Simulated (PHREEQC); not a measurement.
A column of 1 m (40 cells, dispersivity 0.08 m, 720 s a shift, diffusion coefficient 3e-10 m²/s) holds 0.0045 eq of the database's cation exchanger X per kg of pore water, first in equilibrium with 0.038 mol LiCl, 0.058 mol CdCl2 and 1e-05 mol HCl per kg of water. It is flushed with 0.00076 mol/kgw MnCl2, 0.0017 mol/kgw ZnCl2 and 1e-05 mol/kgw HCl, at 40 °C. Values are for the last cell. The system is closed to CO2. No solid was allowed to form.

The series has 33 steps of pore volumes, from 0 to 4.013.

Model: ion-association model, phreeqc.dat, run in PHREEQC.

Question: After how many pore volumes does Zn at the outlet first reach half of its feed value?

Answer: By 2.3 pore volumes.

Question: After how many pore volumes does Mn at the outlet first reach half of its feed value?

Answer: By 1.3 pore volumes.

At this temperature some constants are extrapolated from 25 °C, and those without enthalpy data are left unchanged.
